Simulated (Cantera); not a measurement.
# Ignition delay

Mixture: 46.3 % H₂, 12.2 % O₂, 41.5 % N₂, at 4.93 atm, adiabatic and at constant pressure. Ignition delay is the time to a rise of 400 K.

Cantera simulation using the H2/O2 subset of GRI-Mech 3.0, which has no nitrogen chemistry; the numbers are that mechanism's predictions, not measurements. The hydrogen kinetics of GRI-Mech 3.0 are dated; newer H2 mechanisms differ, most at raised pressure.

| T0 (K) | delay (ms) |
|---|---|
| 950 | 31.1 |
| 1000 | 8.26 |
| 1050 | 2.13 |
| 1100 | 0.438 |
| 1150 | 0.0575 |
| 1200 | 0.0177 |
| 1250 | 0.0102 |
| 1300 | 0.00707 |
| 1350 | 0.00532 |

```yaml
apparent activation energy between 1250 and 1350 K: 92 kJ/mol
```
